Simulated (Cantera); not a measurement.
An isothermal, constant-pressure homogeneous reactor starts with C₂H₆ : N₂ = 1 : 8.4 (molar parts), at 1000 K and 101000 Pa. Integrator tolerance rtol = 1e-08.

Detailed kinetics in Cantera: GRI-Mech 3.0 (53 species, 325 reactions). GRI-Mech 3.0 stops at C3 and has no aromatics, soot or wall deposition, so with more carbon than oxygen in the feed, carbon stays in small species such as C2H2 where larger ones or solid carbon would form.

**Question.** What does this change do: pressure from 101000 Pa to 3500 Pa?

**Answer.** 
| quantity | before | after |
|---|---|---|
| x(C₂H₆) at 1.00 s | 0.0727 (gas-phase equilibrium 0.000385) | 0.0984 (gas-phase equilibrium 4.49e-5) |
| x(CH₃) at 1.00 s | 9.07e-8 (gas-phase equilibrium 5.79e-8) | 1.40e-6 (gas-phase equilibrium 1.06e-7) |
| x(H₂) at 1.00 s | 0.0297 (gas-phase equilibrium 0.00578) | 0.00692 (gas-phase equilibrium 0.0367) |
| x(H) at 1.00 s | 2.45e-8 (gas-phase equilibrium 1.72e-10) | 1.44e-7 (gas-phase equilibrium 2.34e-9) |
| x(C₂H₂) at 1.00 s | 0.000133 (gas-phase equilibrium 0.00819) | 2.03e-5 (gas-phase equilibrium 0.0199) |
Radical loss at walls, strong at low pressure, is not modelled.
